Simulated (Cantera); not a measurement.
An isothermal, constant-pressure homogeneous reactor starts with H₂ : O₂ : N₂ = 1.9 : 1 : 0.96 (molar parts), at 973 K and 0.178 atm.

Model: GRI-Mech 3.0 (53 species, 325 reactions), integrated in Cantera. The temperature is held fixed by assumption; the heat of reaction is taken as removed at once.

x: mole fraction; the columns are a selection and need not sum to one.

```tsv
t (s)	x H₂	x O₂	x NO₂	x H₂O	x OH
0.000800	0.129	0.0883	3.39e-11	0.436	0.00284
0.00194	?	?	3.38e-10	0.625	?
0.00472	0.00859	0.0214	1.87e-9	0.641	8.56e-5
0.0115	0.00498	0.0196	9.34e-9	0.646	2.31e-5
0.0279	0.00370	0.0190	5.53e-8	0.648	3.93e-6
0.0678	0.00316	0.0187	1.17e-7	0.649	1.82e-6
0.165	0.00239	0.0183	1.56e-7	0.650	1.42e-6
0.400	0.00148	0.0179	2.32e-7	0.651	9.77e-7
0.972	0.000709	0.0175	3.51e-7	0.652	5.87e-7
2.36	0.000271	0.0173	4.86e-7	0.653	2.99e-7
5.74	8.98e-5	0.0172	5.80e-7	0.653	1.41e-7
13.9	2.49e-5	0.0172	6.21e-7	0.653	7.35e-8
33.9	?	0.0172	6.06e-7	0.653	?
82.3	2.58e-7	0.0172	4.29e-7	0.653	3.48e-8
200	1.02e-8	0.0172	1.49e-7	0.653	3.75e-8
```

**Question.** Fill in the missing entries.

**Answer.** 
- 0.00194, x H₂: 0.0197
- 0.00194, x O₂: 0.0270
- 0.00194, x OH: 0.000332
- 33.9, x H₂: 4.38e-6
- 33.9, x OH: 4.78e-8
